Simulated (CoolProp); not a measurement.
Vapour-liquid equilibrium of carbon dioxide (1) + R143a (2) at 0.621 MPa; x and y are mole fractions of (1).

Values from CoolProp's multi-fluid Helmholtz-energy mixture model, Span 1996 and Lemmon and Jacobsen 2000; pair parameters Bell 2016.

Task: Give the bubble temperature and the first vapour's composition at x = 0.45, 0.65, 0.85. Is there an azeotrope?

Result: x = 0.45: -37.3 °C, y = 0.843; x = 0.65: -44.5 °C, y = 0.921; x = 0.85: -49.3 °C, y = 0.967. No azeotrope shows between x = 0.05 and 0.95.

Pair parameters are fitted to limited data, so mixtures are less certain than the pure fluids. The gap from Raoult's law changes sign with composition, which may be real or a fault of the pair parameters; it wasn't checked against measurements.
